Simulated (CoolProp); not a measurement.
Vapour pressure (bar) of R115: the reference equation beside estimates from Tc = 80.0 °C, pc = 31.29 bar, ω = 0.248. Clausius-Clapeyron is anchored at -27.55 °C with a constant enthalpy of vaporisation of 18.66 kJ/mol.

Computed with CoolProp (reference Helmholtz-energy equation of state, Lemmon 2016).

```json
[
 {"T (°C)": "-39.25", "reference": "1.012", "Clausius-Clapeyron": "1.051", "Redlich-Kwong": "1.687", "Soave-Redlich-Kwong": "1.006", "Peng-Robinson": "1.010"},
 {"T (°C)": "-36.25", "reference": "1.155", "Clausius-Clapeyron": "1.186", "Redlich-Kwong": "1.892", "Soave-Redlich-Kwong": "1.150", "Peng-Robinson": "1.152"},
 {"T (°C)": "-33.35", "reference": "1.307", "Clausius-Clapeyron": "1.330", "Redlich-Kwong": "2.108", "Soave-Redlich-Kwong": "1.303", "Peng-Robinson": "1.304"},
 {"T (°C)": "-30.45", "reference": "1.475", "Clausius-Clapeyron": "1.488", "Redlich-Kwong": "2.341", "Soave-Redlich-Kwong": "1.472", "Peng-Robinson": "1.470"},
 {"T (°C)": "-27.55", "reference": "1.659", "Clausius-Clapeyron": "1.659", "Redlich-Kwong": "2.592", "Soave-Redlich-Kwong": "1.657", "Peng-Robinson": "1.653"},
 {"T (°C)": "-24.65", "reference": "1.860", "Clausius-Clapeyron": "1.846", "Redlich-Kwong": "2.862", "Soave-Redlich-Kwong": "1.860", "Peng-Robinson": "1.853"},
 {"T (°C)": "-21.75", "reference": "2.080", "Clausius-Clapeyron": "2.049", "Redlich-Kwong": "3.152", "Soave-Redlich-Kwong": "2.082", "Peng-Robinson": "2.071"},
 {"T (°C)": "-18.75", "reference": "2.326", "Clausius-Clapeyron": "2.276", "Redlich-Kwong": "3.474", "Soave-Redlich-Kwong": "2.331", "Peng-Robinson": "2.317"},
 {"T (°C)": "-15.85", "reference": "2.586", "Clausius-Clapeyron": "2.514", "Redlich-Kwong": "3.806", "Soave-Redlich-Kwong": "2.594", "Peng-Robinson": "2.575"},
 {"T (°C)": "-12.95", "reference": "2.866", "Clausius-Clapeyron": "2.771", "Redlich-Kwong": "4.160", "Soave-Redlich-Kwong": "2.879", "Peng-Robinson": "2.855"},
 {"T (°C)": "-10.05", "reference": "3.169", "Clausius-Clapeyron": "3.047", "Redlich-Kwong": "4.537", "Soave-Redlich-Kwong": "3.186", "Peng-Robinson": "3.157"},
 {"T (°C)": "-7.15", "reference": "3.496", "Clausius-Clapeyron": "3.344", "Redlich-Kwong": "4.938", "Soave-Redlich-Kwong": "3.518", "Peng-Robinson": "3.484"},
 {"T (°C)": "-4.25", "reference": "3.847", "Clausius-Clapeyron": "3.662", "Redlich-Kwong": "5.363", "Soave-Redlich-Kwong": "3.876", "Peng-Robinson": "3.835"}
]
```

Absolute difference from the reference over all 13 rows, mean and median: Clausius-Clapeyron 2.5 and 2.7 %, Redlich-Kwong 52.1 and 51.5 %, Soave-Redlich-Kwong 0.4 and 0.3 %, Peng-Robinson 0.3 and 0.4 %.
